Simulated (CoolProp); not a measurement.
Vapour-liquid equilibrium of ethane (1) + n-butane (2) at 250.2 K; x and y are mole fractions of (1).

The numbers come from the multi-fluid Helmholtz-energy mixture model, Bücker 2006 and Bücker 2006; pair parameters Kunz 2012 in CoolProp.

```csv
x,bubble pressure (bar),y at the bubble point,dew pressure at overall composition x (bar),liquid density (mol/L)
0.05,0.9423,0.591,0.4157,10.94
0.2,2.674,0.870,0.4921,11.53
0.35,4.492,0.932,0.6026,12.15
0.5,6.352,0.959,0.7768,12.81
0.65,8.239,0.975,1.092,13.48
0.8,10.19,0.987,1.832,14.14
0.95,12.30,0.997,5.581,14.73
```

No azeotrope shows between x = 0.05 and 0.95.

The pair parameters rest on a limited set of measurements; away from them the model extrapolates.
